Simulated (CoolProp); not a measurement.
Saturated liquid density (kg/m³) of R1224YDZ: the reference equation beside estimates from Tc = 155.5 °C, pc = 3.334 MPa, ω = 0.325. Rackett uses Z = 0.29056 − 0.08775 ω.

Values from CoolProp's reference Helmholtz-energy equation of state, Akasaka 2023.

```csv
T (°C),reference,Rackett,Redlich-Kwong,Soave-Redlich-Kwong,Peng-Robinson
33.35,1337,1351,1131,1193,1350
39.75,1318,1332,1111,1174,1330
46.15,1299,1312,1092,1155,1309
52.55,1280,1292,1071,1135,1287
58.85,1260,1272,1050,1114,1264
65.25,1240,1250,1028,1092,1239
71.65,1218,1228,1005,1069,1213
78.05,1196,1205,980.7,1044,1185
84.45,1173,1181,955.6,1019,1156
90.85,1148,1157,929.3,991.2,1125
97.25,1123,1130,901.7,962.1,1092
103.65,1096,1103,872.5,931.0,1056
109.95,1067,1074,841.9,898.2,1018
116.35,1036,1042,808.8,862.2,976.4
122.75,1003,1008,773.0,822.8,930.5
```

Absolute difference from the reference over all 15 rows, mean and median: Rackett 0.8 and 0.8 %, Redlich-Kwong 18.4 and 18.0 %, Soave-Redlich-Kwong 13.3 and 12.7 %, Peng-Robinson 2.2 and 1.0 %.
